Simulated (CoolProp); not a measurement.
Vapour-liquid equilibrium of ethylbenzene (1) + n-nonane (2) at 0.0256 MPa; x and y are mole fractions of (1).

Model: multi-fluid Helmholtz-energy mixture model, Zhou 2012 and Lemmon 2006; pair parameters Bell 2016, in CoolProp.

**Question.** Give the bubble temperature and the first vapour's composition at x = 0.55, 0.65, 0.85. Is there an azeotrope?

**Answer.** x = 0.55: 95.2 °C, y = 0.667; x = 0.65: 94.1 °C, y = 0.742; x = 0.85: 92.4 °C, y = 0.884. No azeotrope shows between x = 0.05 and 0.95.

Pair parameters are fitted to limited data, so mixtures are less certain than the pure fluids.
